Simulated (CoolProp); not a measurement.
Saturation properties of R13.

Values from CoolProp's reference Helmholtz-energy equation of state, Platzer 1990. This equation is an older, rougher fit; its heat capacities, sound speeds and derivatives of the liquid may be far off and weren't checked against measurements.

```tsv
T (°C)	p (MPa)	vapour density (kg/m³)	enthalpy of vaporisation (kJ/kg)	liquid viscosity (µPa s)
-133.95	___	0.1567	172.9	826
-125.65	0.004135	0.3536	168.7	683
-117.45	0.008779	___	165.1	576
-109.25	0.01708	1.325	___	493
-101.05	0.03091	2.297	158.1	426
-92.85	0.05260	3.763	154.5	372
-84.65	0.08493	5.875	150.8	327
-76.35	0.1318	8.851	146.8	288
-68.15	0.1956	___	142.6	___
```

**Question.** Fill in the missing entries.

**Answer.** 
- -133.95, p (MPa): 0.001733
- -117.45, vapour density (kg/m³): 0.7134
- -109.25, enthalpy of vaporisation (kJ/kg): 161.6
- -68.15, vapour density (kg/m³): 12.82
- -68.15, liquid viscosity (µPa s): 256

It boils at -81.4 °C under 1 atm.

Viscosity comes from a separate model (Huber 2003), an estimate that may be off by 10 % or more.
